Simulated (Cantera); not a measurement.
Charge: 1 mol B, 0.12 mol O2, 32 mol H2.

Equilibrium computed with Cantera from the NASA thermochemical tables; the gas is ideal and each condensed phase is pure. Candidate condensed phases: B, B2O3, B3O3H3, H2O; 23 gas species. Mutual solubility and eutectic melting of coexisting phases are not modelled. Rates play no part.

### Question
What condenses at these points (T in K, P in Pa): (1750, 10); (2150, 25); (1650, 6300); (1250, 63); (2050, 16000)?

### Answer
```tsv
T (K)	P in Pa	condensed phases	B condensed (%)
1750	10	B	75.6
2150	25	B	52.5
1650	6300	B	76.0
1250	63	B + B2O3	77.3
2050	16000	B	74.0
```
